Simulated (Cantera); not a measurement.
Input: 1 mol SiH₂Cl₂, 0.66 mol HCl, 55 mol N₂, at 7.50 Torr.

Cantera equilibrium calculation (NASA polynomials, part measured and part estimated; ideal gas, pure solids and liquids). Candidate condensed phases: NH₄Cl, Si, Si₃N₄; 28 gas species. N₂ is the only nitrogen source here; it is nearly inert below about 1500 K, so the nitride shown seldom forms there in practice. The tables' values for SiCl₃, SiCl are old estimates; treat these amounts as uncertain. The numbers say what is thermodynamically allowed, not how fast it happens.

log p: log10 of the partial pressure in bar; n: condensed amount in mol.

```json
[
 {"T (K)": "1000", "log p N₂": "-2.02", "log p HCl": "-3.46", "log p H₂": "-4.23", "log p SiCl₂": "-8.29", "n Si₃N₄(s)": "0.278"},
 {"T (K)": "1050", "log p N₂": "-2.02", "log p HCl": "-3.45", "log p H₂": "-4.25", "log p SiCl₂": "-7.60", "n Si₃N₄(s)": "0.280"},
 {"T (K)": "1100", "log p N₂": "-2.02", "log p HCl": "-3.44", "log p H₂": "-4.27", "log p SiCl₂": "-6.98", "n Si₃N₄(s)": "0.282"},
 {"T (K)": "1150", "log p N₂": "-2.02", "log p HCl": "-3.44", "log p H₂": "-4.28", "log p SiCl₂": "-6.41", "n Si₃N₄(s)": "0.283"},
 {"T (K)": "1200", "log p N₂": "-2.02", "log p HCl": "-3.44", "log p H₂": "-4.29", "log p SiCl₂": "-5.90", "n Si₃N₄(s)": "0.283"},
 {"T (K)": "1250", "log p N₂": "-2.02", "log p HCl": "-3.44", "log p H₂": "-4.29", "log p SiCl₂": "-5.43", "n Si₃N₄(s)": "0.280"},
 {"T (K)": "1300", "log p N₂": "-2.02", "log p HCl": "-3.44", "log p H₂": "-4.28", "log p SiCl₂": "-5.03", "n Si₃N₄(s)": "0.272"},
 {"T (K)": "1350", "log p N₂": "-2.02", "log p HCl": "-3.45", "log p H₂": "-4.25", "log p SiCl₂": "-4.69", "n Si₃N₄(s)": "0.257"},
 {"T (K)": "1400", "log p N₂": "-2.02", "log p HCl": "-3.47", "log p H₂": "-4.20", "log p SiCl₂": "-4.42", "n Si₃N₄(s)": "(withheld)"},
 {"T (K)": "1450", "log p N₂": "-2.02", "log p HCl": "-3.51", "log p H₂": "-4.12", "log p SiCl₂": "-4.23", "n Si₃N₄(s)": "(withheld)"},
 {"T (K)": "1500", "log p N₂": "-2.02", "log p HCl": "-3.55", "log p H₂": "-4.04", "log p SiCl₂": "-4.10", "n Si₃N₄(s)": "(withheld)"},
 {"T (K)": "1550", "log p N₂": "-2.02", "log p HCl": "-3.61", "log p H₂": "-3.96", "log p SiCl₂": "-3.99", "n Si₃N₄(s)": "(withheld)"},
 {"T (K)": "1600", "log p N₂": "-2.02", "log p HCl": "-3.68", "log p H₂": "-3.90", "log p SiCl₂": "-3.92", "n Si₃N₄(s)": "(withheld)"},
 {"T (K)": "1650", "log p N₂": "-2.02", "log p HCl": "-3.75", "log p H₂": "-3.85", "log p SiCl₂": "-3.86", "n Si₃N₄(s)": "(withheld)"}
]
```

What belongs in the gaps?


- 1400, n Si₃N₄(s): 0.233
- 1450, n Si₃N₄(s): 0.202
- 1500, n Si₃N₄(s): 0.166
- 1550, n Si₃N₄(s): 0.130
- 1600, n Si₃N₄(s): 0.0957
- 1650, n Si₃N₄(s): 0.0637
